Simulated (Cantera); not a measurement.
# Si₂Cl₆ + NH₃ + N₂ (silicon nitride deposition)

Charge: 1 mol Si₂Cl₆, 4.2 mol NH₃, 56 mol N₂, equilibrated at 0.190 bar.

Method: chemical equilibrium by Gibbs-energy minimisation in Cantera with the NASA 1993 tables (ideal gas, pure condensed phases). Candidate condensed phases: NH₄Cl, Si, Si₃N₄; 28 gas species. The feed counts by its element totals alone. The tables' values for SiCl₃, SiCl are old estimates; treat these amounts as uncertain. Kinetics and transport are ignored.

From 1348 K to 1798 K the condensed part is Si₃N₄(s). The main Si-bearing gas is SiCl₄ at 1348 K and SiCl₂ at 1798 K. The share of Si in condensed phases is highest at 1348 K (94.3 %) and lowest at 1798 K (39.0 %).

| T (K) | log p N₂ | log p HCl | log p H₂ | log p SiCl₂ | n Si₃N₄(s) |
|---|---|---|---|---|---|
| 1348 | -0.79 | -1.79 | -2.00 | -4.47 | 0.629 |
| 1398 | -0.79 | -1.80 | -2.00 | -4.11 | 0.624 |
| 1448 | -0.79 | -1.80 | -1.99 | -3.78 | 0.614 |
| 1498 | -0.79 | -1.81 | -1.99 | -3.49 | 0.596 |
| 1548 | -0.79 | -1.82 | -1.98 | -3.24 | 0.566 |
| 1598 | -0.79 | -1.84 | -1.96 | -3.02 | 0.523 |
| 1648 | -0.79 | -1.87 | -1.95 | -2.84 | 0.468 |
| 1698 | -0.79 | -1.91 | -1.93 | -2.69 | 0.403 |
| 1748 | -0.79 | -1.95 | -1.91 | -2.57 | 0.332 |
| 1798 | -0.79 | -2.00 | -1.89 | -2.48 | 0.260 |
log p: log10 of the partial pressure in bar; n: condensed amount in mol.
